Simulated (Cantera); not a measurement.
Input: 1 mol Fe2O3, 1.9 mol CO, 0.37 mol H2, held at 2300 K and 0.0100 bar.

Cantera equilibrium calculation (NASA polynomials, part measured and part estimated; ideal gas, pure solids and liquids). Candidate condensed phases: C, C6H6, C7H8, C8H18, Fe, Fe(CO)5, FeO, Fe(OH)2, Fe(OH)3, Fe2O3, Fe3O4, H2O; 114 gas species. The tables' stoichiometric FeO is somewhat more stable than real wüstite, so its field is too wide. FeO: taken at fixed stoichiometry. Kinetics and transport are ignored.

Base state: CO 0.418, CO2 0.326, H2O 0.107, Fe 0.0737, H2 0.0245, H 0.0152, FeO 0.0120, OH 0.0107 (mole fractions); condensed: FeO(l).

Q: What changes in the equilibrium state with this change: Fe2O3 replaced by CuO?

A: 
```
species        before     after
-----------  --------  --------
CO              0.418     0.365
Cu                  0     0.300
CO2             0.326     0.205
Fe             0.0737         0
FeO            0.0120         0
H2O             0.107    0.0757
OH             0.0107   0.00761
H2             0.0245    0.0241
H              0.0152    0.0150
Cu2                 0  0.000184
CuO                 0  0.000162
Fe(OH)2      0.000134         0
O2            0.00824   0.00426
O             0.00451   0.00324
FeO(l), mol      1.78         0
```
Further candidate phases: Cu, CuO, Cu(OH)2, Cu2O.

Q: What changes in the equilibrium state with this change: temperature from 2300 K to 973 K?

A: 
```tsv
species	before	after
CO	0.418	0.453
CO2	0.326	0.384
H2	0.0245	0.107
Fe	0.0737	<1e-9
FeO	0.0120	<1e-9
OH	0.0107	<1e-9
H	0.0152	3.53e-9
H2O	0.107	0.0562
O2	0.00824	<1e-9
O	0.00451	<1e-9
FeO(l), mol	1.78	0
FeO(s), mol	0	2.00
```
